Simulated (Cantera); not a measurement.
Source: NASA polynomial tables (part measured, part estimated), evaluated in Cantera. Values are per mole of reaction as written; species without (g) are pure solids or liquids, kept so even where they would boil at 1 bar.

Task: Between 350 and 1350 K, where is each reaction favourable under standard conditions?
- O(g) + BaF₂ → BaO + F₂(g)
- 2 BaF₂ + O₂(g) → 2 BaO + 4 F(g)

Result: 
- O(g) + BaF₂ → BaO + F₂(g): ΔG° is 405 kJ at 350 K and 404 kJ at 1350 K; it stays positive (K < 1). ΔH° is 385 kJ and ΔS° -14 J/K at 1350 K.
- 2 BaF₂ + O₂(g) → 2 BaO + 4 F(g): ΔG° is 1505 kJ at 350 K and 1125 kJ at 1350 K; it stays positive (K < 1). ΔH° is 1611 kJ and ΔS° 360 J/K at 1350 K.
